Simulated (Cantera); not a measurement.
Input (Python, Cantera):

```python
import numpy as np
import cantera as ct

gas = ct.Solution("h2o2.yaml")
gas.TPX = 1000, 17000, {'H2': 1.2, 'O2': 1, 'N2': 4.7}
inlet = ct.Reservoir(gas, clone=True)

reactor = ct.IdealGasConstPressureReactor(gas, energy="off", clone=False)
exhaust = ct.Reservoir(gas, clone=True)
tau = [13, 2.5, 0.49, 0.096, 0.019, 0.0037, 0.00073][0]
for a, b in ((inlet, reactor), (reactor, exhaust)):
    ct.MassFlowController(a, b, mdot=lambda t: reactor.mass / tau)
net = ct.ReactorNet([reactor])
show = ['H2', 'O2', 'OH', 'H', 'H2O2']

rows = []
print(f"{'tau/s':>10s}{'T/K':>9s}" + "".join(f"{s:>11s}" for s in show))
for tau in [13, 2.5, 0.49, 0.096, 0.019, 0.0037, 0.00073]:
    net.initial_time = 0.0
    net.advance(30 * tau)
    before = gas.X
    net.advance(40 * tau)
    drift = np.max(np.abs(gas.X - before) / (gas.X + 1e-9))
    rows.append([gas.T, *gas[show].X, drift])
    print(f"{tau:10.3e}{gas.T:9.1f}" + "".join(f"{x:11.3e}" for x in gas[show].X))
```

Output:

```
     tau/s      T/K         H2         O2         OH          H       H2O2
 1.300e+01   1000.0  2.067e-04  6.357e-02  2.995e-05  1.801e-06  5.062e-07
 2.500e+00   1000.0  5.860e-04  6.374e-02  5.441e-05  9.335e-06  9.084e-07
 4.900e-01   1000.0  1.525e-03  6.414e-02  1.049e-04  4.715e-05  1.186e-06
 9.600e-02   1000.0  3.766e-03  6.513e-02  2.101e-04  2.346e-04  1.315e-06
 1.900e-02   1000.0  8.952e-03  6.751e-02  4.231e-04  1.112e-03  1.386e-06
 3.700e-03   1000.0  2.100e-02  7.340e-02  8.241e-04  4.828e-03  1.363e-06
 7.300e-04   1000.0  4.751e-02  8.713e-02  1.389e-03  1.590e-02  1.169e-06
```

Cantera simulation using the H2/O2 subset of GRI-Mech 3.0, which has no nitrogen chemistry; the numbers are that mechanism's predictions, not measurements. The temperature is held fixed by assumption; the heat of reaction is taken as removed at once.
